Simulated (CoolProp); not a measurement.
Saturated liquid density (kg/m³) of cyclopentane: the reference equation beside estimates from Tc = 238.6 °C, pc = 4583 kPa, ω = 0.202. Rackett uses Z = 0.29056 − 0.08775 ω.

Values from CoolProp's reference Helmholtz-energy equation of state, Gedanitz 2015.

```tsv
T (°C)	reference	Rackett	van der Waals	Redlich-Kwong	Soave-Redlich-Kwong	Peng-Robinson
7.65	757.3	779.2	481.3	712.2	724.8	816.8
34.55	730.9	751.7	465.2	684.7	699.9	790.1
61.35	703.1	722.6	447.9	654.6	672.0	759.9
88.25	673.2	691.5	428.8	620.9	640.2	725.1
115.15	640.9	657.7	407.7	583.2	603.8	684.7
142.05	605.1	620.2	383.9	540.4	561.3	637.0
168.95	564.2	577.2	356.2	490.5	510.6	579.1
195.85	514.1	524.5	322.2	429.7	447.1	505.5
```

Absolute difference from the reference over all 8 rows, mean and median: Rackett 2.6 and 2.7 %, van der Waals 36.6 and 36.4 %, Redlich-Kwong 9.5 and 8.4 %, Soave-Redlich-Kwong 6.7 and 5.3 %, Peng-Robinson 6.0 and 7.3 %.
